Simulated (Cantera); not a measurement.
A closed system holds: 1 mol ZrO2, 1400 mol H2, held at 1925 K and 0.158 Torr.

Equilibrium computed with Cantera from the NASA thermochemical tables; the gas is ideal and each condensed phase is pure. Candidate condensed phases: H2O, Zr, ZrO2; 12 gas species. The numbers say what is thermodynamically allowed, not how fast it happens.

Base state: H2 0.936, H 0.0638 (mole fractions); condensed: ZrO2(tetragonal).

### Question
What changes in the equilibrium state with this change: pressure from 0.158 Torr to 1 atm?

### Answer
```
species                before     after
---------------------  ------  --------
H2                      0.936     0.999
H                      0.0638  0.000949
ZrO2(tetragonal), mol   0.992     1.000
Zr(β), mol                  0  0.000371
```
Mutual solubility and eutectic melting of coexisting phases are not modelled. Condensed phases not in the tables: N, O or C dissolved in the metal.

### Question
What changes in the equilibrium state with this change: ZrO2 replaced by Cr2O3?

### Answer
```tsv
species	before	after
H2	0.936	0.933
H	0.0638	0.0637
H2O	5.46e-6	0.00206
Cr	0	0.00138
OH	3.22e-8	1.21e-5
ZrO2(tetragonal), mol	0.992	0
```
Further candidate phases: Cr, Cr2O3.
